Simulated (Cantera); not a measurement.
Thermodynamics of halide evaporation, hydrolysis and transport, feed SrCl₂ + HCl + N₂ + O₂

A closed system holds: 1 mol SrCl₂, 1.7 mol HCl, 33 mol N₂, 0.13 mol O₂, equilibrated at 100 Torr.

These are equilibrium values from Cantera (NASA tables, ideal gas, pure condensed phases), not measurements of a reactor. Candidate condensed phases: H₂O, NH₄Cl, Sr, SrCl₂, SrO, Sr(OH)₂; 35 gas species. Condensed phases not in the tables: oxide chlorides. Equilibrium is a limit: real reactors are often held back by kinetics, nucleation or transport.

From 1500 K to 1600 K the condensed part is SrCl₂(l). From 1700 K to 2200 K nothing is condensed. The main Sr-bearing gas is SrCl₂ throughout.

```csv
T (K),log p N₂,log p HCl,log p SrCl₂,log p Cl,log p H₂O,log p O₂,n SrCl₂(l)
1500,-0.90,-2.23,-3.35,-3.33,-3.52,-3.48,0.883
1600,-0.91,-2.25,-2.73,-3.18,-3.44,-3.53,0.507
1700,-0.91,-2.26,-2.43,-3.08,-3.36,-3.61,0
1800,-0.91,-2.28,-2.43,-2.99,-3.29,-3.71,0
1900,-0.91,-2.29,-2.43,-2.92,-3.23,-3.83,0
2000,-0.91,-2.31,-2.43,-2.86,-3.18,-3.98,0
2100,-0.91,-2.32,-2.43,-2.81,-3.15,-4.15,0
2200,-0.91,-2.34,-2.43,-2.76,-3.15,-4.29,0
```
log p: log10 of the partial pressure in bar; n: condensed amount in mol.
